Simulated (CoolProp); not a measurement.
A single-stage vapour-compression cycle with the fluid: evaporating at 297.15 K (dew point), condensing at 357.15 K (bubble point), superheat 10 K, subcooling 8 K, compressor efficiency 0.7, no pressure losses. The same conditions are run with several fluids, on thermodynamics alone (safety and materials aside).

Model: reference Helmholtz-energy equation of state of each fluid (R152A: Outcalt 1996; R11: Jacobsen 1992; R113: Marx 1992; R227EA: Lemmon 2016; methanol: de Reuck 1993; benzene: Thol 2012), in CoolProp.

**Question.** Rank R152A, R11, R113, R227EA, methanol, benzene by cooling COP, highest first.

**Answer.** benzene (3.06), R11 (2.96), methanol (2.93), R113 (2.86), R152A (2.58), R227EA (2.06)

```tsv
fluid	pressure ratio	discharge temperature (K)	refrigerating effect (kJ/kg)	volumetric capacity (kJ/m³)
R152A	4.40	393.5	191	3250
R11	5.62	391.9	140	796
R113	6.83	367.4	109	352
R227EA	4.59	361.0	54.5	1810
methanol	12.9	522.8	1050	216
benzene	9.42	399.7	351	131
```
